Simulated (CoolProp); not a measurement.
A Linde-Hampson liquefier for ethylene: isothermal reversible compression at 300 K from 1 atm to 30 MPa, throttling to 1 atm, return gas leaving the recuperator 2 K below the feed. Each further row changes one setting.

The numbers come from the reference Helmholtz-energy equation of state, Smukala 2000 in CoolProp.

```
case                        liquid yield per pass  compression work (kJ/kg of gas)
--------------------------  ---------------------  -------------------------------
as stated                                   0.479                              397
high pressure 60 MPa                        0.451                              462
warm-end temperature 330 K                  0.401                              467
warm-end gap 7 K                            0.473                              397
```
